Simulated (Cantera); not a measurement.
Feed: 1 mol Al, 0.37 mol NH3, 160 mol H2, equilibrated at 973 K and 1.00 mbar.

Equilibrium computed with Cantera from the NASA thermochemical tables; the gas is ideal and each condensed phase is pure. Candidate condensed phases: Al, AlN; 13 gas species. Rates play no part.

Base state: H2 1.00 (mole fractions); condensed: Al(l) + AlN(s).

What changes in the equilibrium state with this change: temperature from 973 K to 1400 K?


```
species       before     after
-----------  -------  --------
H2              1.00     0.997
Al           1.78e-8   0.00226
H            3.42e-8  0.000154
AlH          1.60e-8  0.000131
Al(l), mol     0.630     0.246
AlN(s), mol    0.370     0.370
```
Mutual solubility and eutectic melting of coexisting phases are not modelled.

What changes in the equilibrium state with this change: NH3 from 0.37 to 140 mol?


```json
[
 {"species": "H2", "before": "1.00", "after": "0.842"},
 {"species": "N2", "before": "<1e-9", "after": "0.158"},
 {"species": "Al(l), mol", "before": "0.630", "after": "0"},
 {"species": "AlN(s), mol", "before": "0.370", "after": "1.00"}
]
```
